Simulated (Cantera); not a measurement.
A perfectly stirred reactor is fed with C₂H₆ : N₂ = 1 : 61 (molar parts), at 3400 Pa; it is held at 1473 K, and followed from long to short residence time.

Detailed kinetics in Cantera: GRI-Mech 3.0 (53 species, 325 reactions). GRI-Mech 3.0 stops at C3 and has no aromatics, soot or wall deposition, so with more carbon than oxygen in the feed, carbon stays in small species such as C2H2 where larger ones or solid carbon would form. Radical loss at walls, strong at low pressure, is not modelled.

Question: What does this change do: pressure from 3400 Pa to 14000 Pa?

Answer: 
```json
[
 {"quantity": "x(C₂H₆) at τ = 1.50 s", "before": "4.77e-5", "after": "3.18e-5"},
 {"quantity": "x(C₂H₄) at τ = 1.50 s", "before": "0.000240", "after": "0.000181"},
 {"quantity": "x(CH₂) at τ = 1.50 s", "before": "2.37e-7", "after": "3.98e-8"},
 {"quantity": "x(C₂H₂) at τ = 1.50 s", "before": "0.0142", "after": "0.0140"},
 {"quantity": "x(HCN) at τ = 1.50 s", "before": "4.25e-6", "after": "9.73e-7"},
 {"quantity": "x(C₂H₆) at τ = 12.0 ms", "before": "0.00324", "after": "0.00154"},
 {"quantity": "x(C₂H₄) at τ = 12.0 ms", "before": "0.00578", "after": "0.00422"},
 {"quantity": "x(CH₂) at τ = 12.0 ms", "before": "2.20e-6", "after": "6.94e-7"},
 {"quantity": "x(C₂H₂) at τ = 12.0 ms", "before": "0.00461", "after": "0.00787"},
 {"quantity": "x(HCN) at τ = 12.0 ms", "before": "7.42e-7", "after": "4.68e-7"}
]
```
